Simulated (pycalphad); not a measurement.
**Effect of Mn content in Al-Si-Mn**

All values are pycalphad results on the COST 507 light-alloy database (1999) (1 atm), not direct measurements. These are 1990s assessments: newer ones move some temperatures and phases. Amounts are mole fractions of atoms.

Q: One of these alloys has its liquidus at 888 °C, its solidus at 576 °C, and holds LIQUID 0.93, ALMNSI_BETA 0.07 at 877 °C. Which?
A) Al-8.299Si-33.84Mn (wt.%)
B) Al-8.805Si-23.94Mn (wt.%)
C) Al-9.081Si-18.52Mn (wt.%)
D) Al-9.376Si-12.75Mn (wt.%)

A: C, Al-9.081Si-18.52Mn (wt.%). The others: Al-9.376Si-12.75Mn (wt.%), liquidus 839, solidus 576; Al-8.805Si-23.94Mn (wt.%), liquidus 920, solidus 610; Al-8.299Si-33.84Mn (wt.%), liquidus 951, solidus 718

Database names, with the compositions (at.%) that they take in these runs: ALMNSI_BETA: Al 64-70 Mn 23 Si 7-13.
